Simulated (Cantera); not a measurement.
Cantera run:

```python
import numpy as np
import cantera as ct

gas_names = [...]  # 109 gases of nasa_gas.yaml made of C, Cl, H, Si
cond_names = """
    C(gr) C6H6(L) C7H8(L) C8H18(L),n-octa Si(cr) Si(L) SiC(b)
""".split()


# ... load() reads the species with a 1 bar reference pressure and builds the phases ...
atoms = {
    'SiH2Cl2': {'Si': 1, 'H': 2, 'CL': 2},
    'C3H8': {'C': 3, 'H': 8},
    'H2': {'H': 2},
}
top_T = {'C(gr)': 4500, 'SiC(b)': 3050}  # K; cautious upper limits of use, not melting points


# ... equilibrate(T, P, feed) seeds the gas with the atoms and calls Mixture.equilibrate('TP', solver="vcs", rtol=1e-11, max_steps=5000) ...
results = []
feed = {'SiH2Cl2': 1, 'C3H8': 0.024, 'H2': 92}  # mol
T = 1425  # K
P = 1000  # Pa
mix = equilibrate(T, P, feed)
results.append((T, P, feed, dict(zip(mix.species_names, mix.species_moles))))
x = sorted(zip(gas.X, gas.species_names), reverse=True)
print(f"T = {T:g} K  P = {P:g} Pa  gas = {mix.phase_moles(0):.4g} mol")
print("   x: " + "  ".join(f"{s} {v:.3e}" for v, s in x if v > 0.001))
print("   condensed (mol): " + ("  ".join(f"{mix.phase(i).name} {mix.phase_moles(i):.4g}"
      for i in range(1, mix.n_phases) if mix.phase_moles(i) > 1e-12) or "none"))
```

Result:

```
T = 1425 K  P = 1000 Pa  gas = 94.1 mol
   x: H2 9.798e-01  HCL 1.900e-02  SiCL2 1.112e-03
   condensed (mol): Si(cr) 0.8223  SiC(b) 0.07198
```

Cantera equilibrium calculation (NASA polynomials, part measured and part estimated; ideal gas, pure solids and liquids). Mutual solubility and eutectic melting of coexisting phases are not modelled.
